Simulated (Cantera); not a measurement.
Charge: 1 mol Ti(OiPr)4, 3.1 mol CH4, 2 mol H2, at 1298 K and 0.00800 bar.

Cantera equilibrium calculation (NASA polynomials, part measured and part estimated; ideal gas, pure solids and liquids). Candidate condensed phases: C, C6H6, C7H8, C8H18, H2O, Ti, TiC, TiO, TiO2, Ti2O3, Ti3O5, Ti4O7; 113 gas species. The feed counts by its element totals alone. TiC: taken at fixed stoichiometry. The numbers say what is thermodynamically allowed, not how fast it happens.

Base state: H2 0.847, CO 0.153, CH4 4.57e-5, H 1.10e-5 (mole fractions); condensed: C(graphite) + TiC(s).

### Question
What changes in the equilibrium state with this change: temperature from 1298 K to 2200 K?

### Answer
```tsv
species	before	after
H2	0.847	0.793
CO	0.153	0.148
H	1.10e-5	0.0561
C2H2 (acetylene)	4.73e-7	0.00203
CH4	4.57e-5	1.32e-6
C(graphite), mol	10.1	9.99
TiC(s), mol	1.00	1.000
```

### Question
What changes in the equilibrium state with this change: temperature from 1298 K to 2148.15 K?

### Answer
| species | before | after |
|---|---|---|
| H2 | 0.847 | 0.807 |
| CO | 0.153 | 0.149 |
| H | 1.10e-5 | 0.0419 |
| C2H2 (acetylene) | 4.73e-7 | 0.00155 |
| CH4 | 4.57e-5 | 1.54e-6 |
| C(graphite), mol | 10.1 | 10.0 |
| TiC(s), mol | 1.00 | 1.000 |
